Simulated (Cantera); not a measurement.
Cantera run:

```python
import numpy as np
import cantera as ct

gas_names = """
    B BN BO BO2 B2 B2O B2O2 B2O3 N NO NO2 NO3 N2 N2O O O2 O3
""".split()
cond_names = """
    B(b) B(L) BN(s) B2O3(L)
""".split()


# ... load() reads the species with a 1 bar reference pressure and builds the phases ...
atoms = {
    'B': {'B': 1},
    'O2': {'O': 2},
    'N2': {'N': 2},
}
top_T = {'BN(s)': 3200}  # K; cautious upper limits of use, not melting points


# ... equilibrate(T, P, feed) seeds the gas with the atoms and calls Mixture.equilibrate('TP', solver="vcs", rtol=1e-11, max_steps=5000) ...
results = []
feed = {'B': 1, 'O2': 0.24, 'N2': 22}  # mol
P = 133.322  # Pa
for T in [1725, 1775, 1825, 1875, 1925, 1975, 2025, 2075, 2125, 2175, 2225, 2275, 2325]:
    mix = equilibrate(T, P, feed)
    results.append((T, P, feed, dict(zip(mix.species_names, mix.species_moles))))
    x = sorted(zip(gas.X, gas.species_names), reverse=True)
    print(f"T = {T:g} K  P = {P:g} Pa  gas = {mix.phase_moles(0):.4g} mol")
    print("   x: " + "  ".join(f"{s} {v:.3e}" for v, s in x if v > 1e-06))
    print("   condensed (mol): " + ("  ".join(f"{mix.phase(i).name} {mix.phase_moles(i):.4g}"
          for i in range(1, mix.n_phases) if mix.phase_moles(i) > 1e-12) or "none"))
```

It prints:

```
T = 1725 K  P = 133.322 Pa  gas = 21.96 mol
   x: N2 9.886e-01  B2O2 5.360e-03  BO 3.448e-03  B2O3 2.562e-03
   condensed (mol): BN(s) 0.5763
T = 1775 K  P = 133.322 Pa  gas = 22.01 mol
   x: N2 9.870e-01  B2O2 5.998e-03  BO 5.635e-03  B2O3 1.391e-03  B2O 1.942e-06
   condensed (mol): BN(s) 0.5506
T = 1825 K  P = 133.322 Pa  gas = 22.06 mol
   x: N2 9.853e-01  BO 8.333e-03  B2O2 5.768e-03  B2O3 6.282e-04  B2O 5.355e-06
   condensed (mol): BN(s) 0.5337
T = 1875 K  P = 133.322 Pa  gas = 22.1 mol
   x: N2 9.836e-01  BO 1.127e-02  B2O2 4.854e-03  B2O3 2.418e-04  B2O 1.305e-05  B 1.200e-06
   condensed (mol): BN(s) 0.525
T = 1925 K  P = 133.322 Pa  gas = 22.14 mol
   x: N2 9.821e-01  BO 1.412e-02  B2O2 3.648e-03  B2O3 8.151e-05  B2O 2.852e-05  B 4.576e-06
   condensed (mol): BN(s) 0.5211
T = 1975 K  P = 133.322 Pa  gas = 22.16 mol
   x: N2 9.809e-01  BO 1.654e-02  B2O2 2.494e-03  B2O 5.666e-05  B2O3 2.466e-05  B 1.629e-05
   condensed (mol): BN(s) 0.5189
T = 2025 K  P = 133.322 Pa  gas = 22.19 mol
   x: N2 9.799e-01  BO 1.834e-02  B2O2 1.583e-03  B2O 1.037e-04  B 5.441e-05  B2O3 6.890e-06  BN 2.021e-06
   condensed (mol): BN(s) 0.5166
T = 2075 K  P = 133.322 Pa  gas = 22.21 mol
   x: N2 9.792e-01  BO 1.952e-02  B2O2 9.552e-04  B2O 1.776e-04  B 1.713e-04  BN 5.616e-06  B2O3 1.838e-06
   condensed (mol): BN(s) 0.5122
T = 2125 K  P = 133.322 Pa  gas = 22.23 mol
   x: N2 9.784e-01  BO 2.018e-02  B2O2 5.609e-04  B 5.108e-04  B2O 2.886e-04  BN 1.486e-05
   condensed (mol): BN(s) 0.5019
T = 2175 K  P = 133.322 Pa  gas = 22.27 mol
   x: N2 9.773e-01  BO 2.045e-02  B 1.448e-03  B2O 4.503e-04  B2O2 3.256e-04  BN 3.757e-05
   condensed (mol): BN(s) 0.4769
T = 2225 K  P = 133.322 Pa  gas = 22.54 mol
   x: N2 9.759e-01  BO 2.042e-02  B 2.879e-03  B2O 4.990e-04  B2O2 1.883e-04  BN 6.700e-05
   condensed (mol): B(b) 0.4423
T = 2275 K  P = 133.322 Pa  gas = 22.6 mol
   x: N2 9.732e-01  BO 2.046e-02  B 5.542e-03  B2O 5.512e-04  BN 1.161e-04  B2O2 1.124e-04
   condensed (mol): B(b) 0.3796
T = 2325 K  P = 133.322 Pa  gas = 22.72 mol
   x: N2 9.684e-01  BO 2.039e-02  B 1.037e-02  B2O 6.027e-04  BN 1.962e-04  B2O2 6.795e-05  N 1.380e-06
   condensed (mol): B(b) 0.2663
```

These are equilibrium values from Cantera (NASA tables, ideal gas, pure condensed phases), not measurements of a reactor.
